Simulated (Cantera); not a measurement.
Charge: 1 mol SiO2, 1.6 mol HBr, 18 mol O2, at 775 K and 0.0133 bar.

These are equilibrium values from Cantera (NASA tables, ideal gas, pure condensed phases), not measurements of a reactor. Candidate condensed phases: Br2, H2O, Si, SiO2; 28 gas species. Equilibrium is a limit: real reactors are often held back by kinetics, nucleation or transport.

Base state: O2 0.917, H2O 0.0416, Br2 0.0414, Br 0.000333, HBr 0.000152 (mole fractions); condensed: SiO2(α-quartz).

What changes in the equilibrium state with this change: temperature from 775 K to 1750 K?


```
species                 before     after
--------------------  --------  --------
O2                       0.917     0.880
Br                    0.000333    0.0769
H2O                     0.0416    0.0379
Br2                     0.0414   8.95e-5
OH                     1.09e-9   0.00131
O                        <1e-9  0.000608
H2                       <1e-9   1.17e-5
SiO2(α-quartz), mol       1.00         0
SiO2(condensed), mol         0     1.000
```
The tables hold silica as quartz up to 1696 K and as liquid above; real silica turns to tridymite and cristobalite and melts near 1996 K.
